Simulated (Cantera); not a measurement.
Input: 1 mol C2F6, 0.063 mol CH4, 0.082 mol H2, at 133 Pa.

These are equilibrium values from Cantera (NASA tables, ideal gas, pure condensed phases), not measurements of a reactor. Candidate condensed phases: C, C6H6, C7H8, C8H18; 95 gas species. The feed counts by its element totals alone. Gases not in the tables: C2F6 and larger saturated fluorocarbons. The numbers say what is thermodynamically allowed, not how fast it happens.

Problem. What share of the C ends up in condensed phases as a function of T (K), at 1523, 1623, 1723, 1823, 1923, 2023, 2123, 2223, 2323, 2423, 2523?

Solution. 
```tsv
T (K)	C condensed (%)	as
1523	32.3	C(graphite)
1623	32.1	C(graphite)
1723	31.6	C(graphite)
1823	30.4	C(graphite)
1923	27.8	C(graphite)
2023	22.9	C(graphite)
2123	17.8	C(graphite)
2223	22.7	C(graphite)
2323	39.7	C(graphite)
2423	57.1	C(graphite)
2523	69.0	C(graphite)
```
